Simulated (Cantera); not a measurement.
Cantera run:

```python
import numpy as np
import cantera as ct

gas_names = """
    CL CL2 H HCL H2 Si SiCL SiCL2 SiCL3 SiCL4 SiH SiHCL3 SiH2 SiH2CL2 SiH3 SiH3CL SiH4 Si2 Si3
""".split()
cond_names = """
    Si(cr) Si(L)
""".split()


# ... load() reads the species with a 1 bar reference pressure and builds the phases ...
atoms = {
    'Si3H8': {'Si': 3, 'H': 8},
    'Cl2': {'CL': 2},
    'H2': {'H': 2},
}
top_T = {}  # K; cautious upper limits of use, not melting points


# ... equilibrate(T, P, feed) seeds the gas with the atoms and calls Mixture.equilibrate('TP', solver="vcs", rtol=1e-11, max_steps=5000) ...
results = []
feed = {'Si3H8': 1, 'Cl2': 0.11, 'H2': 240}  # mol
T = 800  # K
P = 133.322  # Pa
mix = equilibrate(T, P, feed)
results.append((T, P, feed, dict(zip(mix.species_names, mix.species_moles))))
print(gas.report(threshold=1e-06))
for i in range(1, mix.n_phases):
    print(f"{mix.phase(i).name:16s} {mix.phase_moles(i):12.5e} mol")
```

It prints:

```
       temperature   800 K
          pressure   133.32 Pa
           density   4.1048e-05 kg/m^3
  mean mol. weight   2.0479 kg/kmol
   phase of matter   gas

                          1 kg             1 kmol
                     ---------------   ---------------
          enthalpy        7.1332e+06        1.4608e+07  J
   internal energy        3.8853e+06        7.9568e+06  J
           entropy        1.0484e+05        2.1471e+05  J/K
    Gibbs function        -7.674e+07       -1.5716e+08  J
 heat capacity c_p             14463             29619  J/K
 heat capacity c_v             10403             21304  J/K

                      mass frac. Y      mole frac. X     chem. pot. / RT
                     ---------------   ---------------   ---------------
               HCL          0.014258         0.0008009           -51.374
                H2           0.98359           0.99917           -23.602
             SiCL4         0.0010733        1.2938e-05           -161.52
            SiHCL3        0.00096498        1.4591e-05           -133.75
           SiH2CL2        6.5566e-05        1.3294e-06           -105.98
     [  +14 minor]        5.0899e-05        9.6331e-07

Si(cr)            2.99272e+00 mol
```

Cantera equilibrium calculation (NASA polynomials, part measured and part estimated; ideal gas, pure solids and liquids). The feed counts by its element totals alone.
